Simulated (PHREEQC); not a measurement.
# Reverse-osmosis permeate

Model water analysis in mg/L, 64 °C, pH 6.44, pe 9.6:

```csv
constituent,mg/L
Na,1.09
K,0.00428
Ca,1.68
Mg,0.625
Cl,2.01
S(6) as SO4,0.352
Alkalinity as HCO3,7.31
Ba,0.00556
Sr,0.0149
Pb,0.929
Si as SiO2,0.00294
N(5) as NO3,0.207
```

Valence states are taken as typed.

The numbers come from PHREEQC with the ion-association model, phreeqc.dat.

Each row changes one thing in this solution. This is a speciation only: nothing precipitates in the calculation.

```
case                                               CO2 (mol/kgw)  Pb+2 (mol/kgw)  PbCO3 (mol/kgw)  PbHCO3+ (mol/kgw)  PbOH+ (mol/kgw)  MgSO4 (mol/kgw)  SI of Pb(OH)2 (Pb(OH)2)  SI of Cerussite (PbCO3)
-------------------------------------------------  -------------  --------------  ---------------  -----------------  ---------------  ---------------  -----------------------  -----------------------
as made                                                  8.24e-5         2.96e-6          1.10e-6            2.54e-7          1.50e-7          4.46e-8                    +0.35                    -0.48
temperature from 64 to 60 °C at the same typed pH        8.14e-5         2.97e-6          1.08e-6            2.56e-7          1.51e-7              [?]                    +0.25                    -0.45
Mg from 0.625 to 1.25 mg/L                               8.22e-5         2.97e-6          1.09e-6            2.53e-7          1.49e-7              [?]                    +0.35                    -0.48
pH from 6.44 to 6.74 at the same alkalinity                  [?]         2.33e-6          1.70e-6            1.97e-7          2.36e-7          4.46e-8                      [?]                    -0.29
pH from 6.44 to 5.94 at the same alkalinity             0.000266         3.65e-6          4.36e-7            3.19e-7          5.83e-8          4.45e-8                      [?]                    -0.88
```

Problem. Complete the blanks.

Solution. 
- temperature from 64 to 60 °C at the same typed pH, MgSO4 (mol/kgw): 4.12e-8
- Mg from 0.625 to 1.25 mg/L, MgSO4 (mol/kgw): 8.69e-8
- pH from 6.44 to 6.74 at the same alkalinity, CO2 (mol/kgw): 4.06e-5
- pH from 6.44 to 6.74 at the same alkalinity, SI of Pb(OH)2 (Pb(OH)2): +0.85
- pH from 6.44 to 5.94 at the same alkalinity, SI of Pb(OH)2 (Pb(OH)2): -0.56

Some of these states are supersaturated (in Pb(OH)2, for instance). Away from 25 °C the constants follow the database's enthalpies or fits; those with neither stay at their 25 °C values.
